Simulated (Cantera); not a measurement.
Input: 1 mol Zr, 0.1 mol N2O, 11 mol N2, 0.017 mol O2, equilibrated at 0.760 Pa.

Method: chemical equilibrium by Gibbs-energy minimisation in Cantera with the NASA 1993 tables (ideal gas, pure condensed phases). Candidate condensed phases: Zr, ZrN, ZrO2; 13 gas species. Mutual solubility and eutectic melting of coexisting phases are not modelled. ZrN: taken at fixed stoichiometry. Condensed phases not in the tables: solid solutions among these carbides, nitrides and lower oxides. Rates play no part.

x: gas mole fraction; n: condensed amount in mol.

| T (°C) | x N2 | x Zr | x ZrO | x ZrO2 | x N | x O | n ZrN(s) | n ZrO2(monoclinic) | n ZrO2(tetragonal) |
|---|---|---|---|---|---|---|---|---|---|
| 677 | 1.00 | <1e-12 | <1e-12 | <1e-12 | <1e-12 | <1e-12 | 0.933 | 0.0670 | 0 |
| 827 | 1.00 | <1e-12 | <1e-12 | <1e-12 | <1e-12 | <1e-12 | 0.933 | 0.0670 | 0 |
| 977 | 1.00 | <1e-12 | <1e-12 | <1e-12 | <1e-12 | <1e-12 | 0.933 | 0.0670 | 0 |
| 1127 | 1.00 | <1e-12 | <1e-12 | <1e-12 | 1.42e-12 | <1e-12 | 0.933 | 0.0670 | 0 |
| 1277 | 1.00 | <1e-12 | 5.02e-10 | 5.44e-12 | 7.60e-11 | ? | 0.933 | 0 | 0.0670 |
| 1427 | 1.00 | 7.69e-11 | 1.19e-7 | 1.14e-9 | 2.02e-9 | ? | 0.933 | 0 | 0.0670 |
| 1577 | 1.000 | 1.91e-8 | 1.14e-5 | 9.93e-8 | 3.15e-8 | ? | 0.933 | 0 | 0.0669 |
| 1727 | 0.999 | 2.06e-6 | 0.000545 | 4.36e-6 | 3.27e-7 | ? | 0.930 | 0 | 0.0641 |
| 1877 | 0.988 | 0.000115 | 0.0123 | 7.42e-5 | 2.44e-6 | ? | 0.866 | 0 | 0 |
| 2027 | 0.984 | 0.00378 | 0.0123 | 3.99e-6 | 1.41e-5 | ? | 0.825 | 0 | 0 |
| 2177 | 0.917 | 0.0716 | 0.0111 | 2.77e-7 | 6.33e-5 | ? | 0 | 0 | 0 |

Task: What belongs in the gaps?

Result: 
- 1277, x O: 7.28e-12
- 1427, x O: 4.92e-10
- 1577, x O: 1.68e-8
- 1727, x O: 3.40e-7
- 1877, x O: 3.67e-6
- 2027, x O: 1.99e-6
- 2177, x O: 1.17e-6
